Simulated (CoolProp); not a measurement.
Vapour-liquid equilibrium of ethane (1) + hydrogen sulfide (2) at 213.4 K; x and y are mole fractions of (1).

The numbers come from the multi-fluid Helmholtz-energy mixture model, Bücker 2006 and Lemmon 2006; pair parameters Kunz 2012 in CoolProp.

**Question.** Give the bubble pressure and the first vapour's composition at x = 0.15, 0.35, 0.45. Is there an azeotrope?

**Answer.** x = 0.15: 0.2918 MPa, y = 0.669; x = 0.35: 0.3458 MPa, y = 0.738; x = 0.45: 0.3546 MPa, y = 0.751. y crosses x between x = 0.85 and 0.95: the model has an azeotrope there.

The pair parameters rest on a limited set of measurements; away from them the model extrapolates. With so large a gap from Raoult's law the liquid may split in two, which this calculation doesn't test in full.
